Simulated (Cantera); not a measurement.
Feed: 1 mol C₆H₆, 1.3 mol H₂O, held at 2223 K and 100000 Pa.

Method: chemical equilibrium by Gibbs-energy minimisation in Cantera with the NASA 1993 tables (ideal gas, pure condensed phases). Candidate condensed phases: C, C₆H₆, C₇H₈, C₈H₁₈, H₂O; 110 gas species. Kinetics and transport are ignored.

Base state: H₂ 0.760, CO 0.232, H 0.00559, C₂H₂ (acetylene) 0.00221, CH₄ 0.000145, CH₃ 2.03e-5 (mole fractions); condensed: C(graphite).

**Question.** What changes in the equilibrium state with this change: H₂O from 1.3 to 0.023 mol?

**Answer.** 
```json
[
 {"species": "H₂", "before": "0.760", "after": "0.983"},
 {"species": "CO", "before": "0.232", "after": "0.00753"},
 {"species": "H", "before": "0.00559", "after": "0.00635"},
 {"species": "CH₄", "before": "0.000145", "after": "0.000242"},
 {"species": "CH₃", "before": "2.03e-5", "after": "2.98e-5"},
 {"species": "C₂H₂ (acetylene)", "before": "0.00221", "after": "0.00285"},
 {"species": "C(graphite), mol", "before": "4.67", "after": "5.96"}
]
```

**Question.** What changes in the equilibrium state with this change: temperature from 2223 K to 2873.15 K?

**Answer.** 
```tsv
species	before	after
H₂	0.760	0.663
CO	0.232	0.222
H	0.00559	0.0856
C₂H₂ (acetylene)	0.00221	0.0281
C₃	3.83e-9	7.58e-5
C	2.29e-9	1.44e-5
C(graphite), mol	4.67	4.35
```
